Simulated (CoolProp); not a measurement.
Propane at several states: Z from the reference equation and from simpler models built on Tc = 369.9 K, pc = 42.51 bar, ω = 0.152; each cubic takes its own stable root.

The numbers come from the reference Helmholtz-energy equation of state, Lemmon 2009 in CoolProp.

```json
[
 {"T (K)": "372.2", "p (bar)": "171", "phase": "supercritical", "reference": "0.5576"},
 {"T (K)": "560", "p (bar)": "227", "phase": "supercritical", "reference": "0.8712"},
 {"T (K)": "149", "p (bar)": "22.2", "phase": "liquid", "reference": "0.1180"},
 {"T (K)": "411.9", "p (bar)": "7.55", "phase": "gas", "reference": "0.9563"},
 {"T (K)": "244.6", "p (bar)": "12.2", "phase": "liquid", "reference": "0.04671"},
 {"T (K)": "348", "p (bar)": "106", "phase": "liquid", "reference": "0.3618"}
]
```

**Question.** How far does each simpler model (van der Waals, Redlich-Kwong, Soave-Redlich-Kwong, Peng-Robinson) lie from the reference over these 6 states: mean and median of the absolute difference, and the worst?

**Answer.** 
- van der Waals: mean 32.2 %, median 38.2 %, worst +58.6 % at 149 K and 22.2 bar
- Redlich-Kwong: mean 5.4 %, median 6.7 %, worst +9.4 % at 348 K and 106 bar
- Soave-Redlich-Kwong: mean 5.7 %, median 6.6 %, worst +8.4 % at 348 K and 106 bar
- Peng-Robinson: mean 3.3 %, median 3.7 %, worst -6.5 % at 244.6 K and 12.2 bar
